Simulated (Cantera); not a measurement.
A perfectly stirred reactor is fed with 8.73 % CH₄, 17.8 % O₂, 66.9 % N₂, 6.54 % H₂, equivalence ratio 1.2, at 0.240 bar; it is adiabatic with a 400 K inlet, and is followed from long to short residence time, starting on the burning branch (τ in s: 0.2, 0.073, 0.027, 0.0099, 0.0037, 0.0013, 0.0005, 0.00018, 6.7e-05, 2.5e-05, 9.2e-06).

Computed with Cantera and GRI-Mech 3.0 (53 species, 325 reactions).

x: mole fraction; the columns are a selection and need not sum to one.

| τ (s) | T (K) | x CH₄ | x O₂ | x O | x CO₂ | x C₂H₂ |
|---|---|---|---|---|---|---|
| 0.20 | 2204 | 3.72e-6 | 0.00168 | 0.000505 | 0.0513 | 1.69e-9 |
| 0.073 | 2168 | ___ | ___ | ___ | 0.0504 | ___ |
| 0.027 | 2115 | 1.36e-5 | 0.00436 | 0.00148 | 0.0490 | 7.78e-9 |
| 0.0099 | 2046 | 2.83e-5 | 0.00650 | 0.00239 | 0.0475 | 1.84e-8 |
| 0.0037 | 1967 | 6.34e-5 | 0.00891 | 0.00345 | 0.0459 | 5.27e-8 |
| 0.0013 | 1885 | 0.000166 | 0.0118 | 0.00447 | 0.0439 | 2.15e-7 |
| 0.00050 | 1817 | 0.000445 | 0.0154 | 0.00493 | 0.0402 | 1.03e-6 |
| 0.00018 | 1732 | 0.00169 | 0.0252 | 0.00405 | 0.0298 | 9.14e-6 |
| 6.7e-5 | 400 | 0.0873 | 0.178 | <1e-12 | <1e-12 | <1e-12 |
| 2.5e-5 | 400 | 0.0873 | 0.178 | <1e-12 | <1e-12 | <1e-12 |
| 9.2e-6 | 400 | 0.0873 | 0.178 | <1e-12 | <1e-12 | <1e-12 |

**Question.** Complete the blanks.

**Answer.** 
- 0.073, x CH₄: 7.06e-6
- 0.073, x O₂: 0.00274
- 0.073, x O: 0.000866
- 0.073, x C₂H₂: 3.72e-9
